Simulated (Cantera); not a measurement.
An isothermal, constant-pressure homogeneous reactor starts with 0.433 % CH₄, 99.6 % N₂, at 1550 K and 1330 Pa.

Model: GRI-Mech 3.0 (53 species, 325 reactions), integrated in Cantera. GRI-Mech 3.0 stops at C3 and has no aromatics, soot or wall deposition, so with more carbon than oxygen in the feed, carbon stays in small species such as C2H2 where larger ones or solid carbon would form. Radical loss at walls, strong at low pressure, is not modelled.

One state of this run: x CH₄ = 0.00406; x CH₃ = 7.50e-5; x C₂H = 2.35e-10; x C₂H₂ = 3.32e-5; x C₂H₆ = 7.25e-7; x H₂ = 0.000259. x: mole fraction; the columns are a selection and need not sum to one.

Task: Which value of t (s) does it belong to?
A) 0.00104
B) 0.898
C) 13.4
D) 0.000270

Result: B, 0.898
